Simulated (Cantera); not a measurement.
A perfectly stirred reactor is fed with 8.33 % NO, 91.7 % N₂, at 100.0 Torr; it is held at 1750 K, and followed from long to short residence time.

Detailed kinetics in Cantera: GRI-Mech 3.0 (53 species, 325 reactions).

**Question.** Predict: x(NO) at τ = 25.0 s; x(O) at τ = 25.0 s; x(N₂O) at τ = 25.0 s; x(O₂) at τ = 25.0 s; x(NO₂) at τ = 25.0 s; x(NO) at τ = 0.240 s; x(O) at τ = 0.240 s; x(N₂O) at τ = 0.240 s; x(O₂) at τ = 0.240 s; x(NO₂) at τ = 0.240 s.

**Answer.** 
```json
{
  "x(NO) at τ = 25.0 s": "0.0751",
  "x(O) at τ = 25.0 s": "1.47e-5",
  "x(N₂O) at τ = 25.0 s": "2.19e-6",
  "x(O₂) at τ = 25.0 s": "0.00410",
  "x(NO₂) at τ = 25.0 s": "1.14e-5",
  "x(NO) at τ = 0.240 s": "0.0833",
  "x(O) at τ = 0.240 s": "5.99e-6",
  "x(N₂O) at τ = 0.240 s": "2.52e-6",
  "x(O₂) at τ = 0.240 s": "3.17e-5",
  "x(NO₂) at τ = 0.240 s": "4.81e-6"
}
```
